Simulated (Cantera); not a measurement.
A Cantera script and its output.

```python
import numpy as np
import cantera as ct

gas = ct.Solution("h2o2.yaml")
gas.TPX = 1325, 1333, {'H2': 0.025, 'O2': 1}
inlet = ct.Reservoir(gas, clone=True)

reactor = ct.IdealGasConstPressureReactor(gas, energy="off", clone=False)
exhaust = ct.Reservoir(gas, clone=True)
tau = [12, 4.9, 2, 0.79, 0.32, 0.13, 0.051, 0.02, 0.0082, 0.0033, 0.0013][0]
for a, b in ((inlet, reactor), (reactor, exhaust)):
    ct.MassFlowController(a, b, mdot=lambda t: reactor.mass / tau)
net = ct.ReactorNet([reactor])
show = ['H2', 'O2', 'O', 'H', 'HO2']

rows = []
print(f"{'tau/s':>10s}{'T/K':>9s}" + "".join(f"{s:>11s}" for s in show))
for tau in [12, 4.9, 2, 0.79, 0.32, 0.13, 0.051, 0.02, 0.0082, 0.0033, 0.0013]:
    net.initial_time = 0.0
    net.advance(30 * tau)
    before = gas.X
    net.advance(40 * tau)
    drift = np.max(np.abs(gas.X - before) / (gas.X + 1e-9))
    rows.append([gas.T, *gas[show].X, drift])
    print(f"{tau:10.3e}{gas.T:9.1f}" + "".join(f"{x:11.3e}" for x in gas[show].X))
```

It prints:

```
     tau/s      T/K         H2         O2          O          H        HO2
 1.200e+01   1325.0  1.726e-05  9.742e-01  8.712e-04  1.712e-05  2.446e-07
 4.900e+00   1325.0  2.987e-05  9.734e-01  1.551e-03  4.066e-05  3.549e-07
 2.000e+00   1325.0  5.101e-05  9.721e-01  2.708e-03  9.391e-05  4.958e-07
 7.900e-01   1325.0  8.704e-05  9.700e-01  4.660e-03  2.124e-04  6.693e-07
 3.200e-01   1325.0  1.425e-04  9.669e-01  7.455e-03  4.322e-04  8.505e-07
 1.300e-01   1325.0  2.270e-04  9.632e-01  1.090e-02  7.742e-04  1.021e-06
 5.100e-02   1325.0  3.682e-04  9.594e-01  1.431e-02  1.203e-03  1.169e-06
 2.000e-02   1325.0  6.370e-04  9.569e-01  1.648e-02  1.605e-03  1.290e-06
 8.200e-03   1325.0  1.185e-03  9.560e-01  1.702e-02  1.936e-03  1.405e-06
 3.300e-03   1325.0  2.415e-03  9.566e-01  1.602e-02  2.220e-03  1.527e-06
 1.300e-03   1325.0  5.155e-03  9.590e-01  1.335e-02  2.307e-03  1.608e-06
```

Model: the H2/O2 subset of GRI-Mech 3.0, which has no nitrogen chemistry, integrated in Cantera. Radical loss at walls, strong at low pressure, is not modelled.
